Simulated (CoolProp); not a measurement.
Vapour-liquid equilibrium of nitrogen (1) + oxygen (2) at 1.45 bar; x and y are mole fractions of (1).

Values from CoolProp's multi-fluid Helmholtz-energy mixture model, Span 2000 and Schmidt 1985; pair parameters Gernert 2013.

| x | bubble temperature (°C) | y at the bubble point | dew temperature at overall composition x (°C) | liquid density (mol/L) |
|---|---|---|---|---|
| 0.05 | -180.8 | 0.167 | -179.8 | 34.83 |
| 0.125 | -182.6 | 0.353 | -180.4 | 34.37 |
| 0.2 | -184.1 | 0.487 | -181.1 | 33.88 |
| 0.275 | -185.3 | 0.589 | -181.8 | 33.37 |
| 0.35 | -186.4 | 0.669 | -182.6 | 32.84 |
| 0.425 | -187.4 | 0.733 | -183.4 | 32.31 |
| 0.5 | -188.2 | 0.787 | -184.2 | 31.77 |
| 0.575 | -189.0 | 0.832 | -185.2 | 31.24 |
| 0.65 | -189.8 | 0.871 | -186.2 | 30.70 |
| 0.725 | -190.4 | 0.905 | -187.3 | 30.17 |
| 0.8 | -191.1 | 0.935 | -188.5 | 29.64 |
| 0.875 | -191.7 | 0.962 | -189.8 | 29.12 |
| 0.95 | -192.3 | 0.986 | -191.4 | 28.60 |

No azeotrope shows between x = 0.05 and 0.95.

The pair parameters rest on a limited set of measurements; away from them the model extrapolates.
